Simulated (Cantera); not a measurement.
Gas mixture: 100 % O₂, at 4200 Pa, frozen composition.

Cantera's kinetic-theory transport with the Lennard-Jones parameters of GRI-Mech 3.0, ideal gas; thermal conductivity in the mixture-averaged form.

One state of this run: ρ (kg/m³) = 0.0124; cp (J/kg/K) = 1125; μ (µPa s) = 56.9; λ (mW/m/K) = 90.4; Pr = 0.708; D (cm²/s) CH₄ = 67.4; D (cm²/s) NO = 59.7; D (cm²/s) H₂O = 80.4. D: mixture-averaged diffusion coefficient of that species in the mixture.

### Question
Which value of T (K) does it belong to?
(A) 1300
(B) 1000
(C) 1150
(D) 550

### Answer
A, 1300
